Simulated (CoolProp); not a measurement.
The numbers come from the reference Helmholtz-energy equation of state, Lemmon 2006 in CoolProp. It is a short technical equation, of lower accuracy than the large ones.

### Question
For acetone, give the phase and the cv (kJ/(kg K)), isothermal compressibility (1/MPa), expansivity (1/kK) at 256.55 °C and 9.38 bar; 256.55 °C and 12.5 bar.

### Answer
- 256.55 °C and 9.38 bar: gas; cv 1.84, isothermal compressibility 1.15, expansivity 2.42
- 256.55 °C and 12.5 bar: gas; cv 1.86, isothermal compressibility 0.887, expansivity 2.65
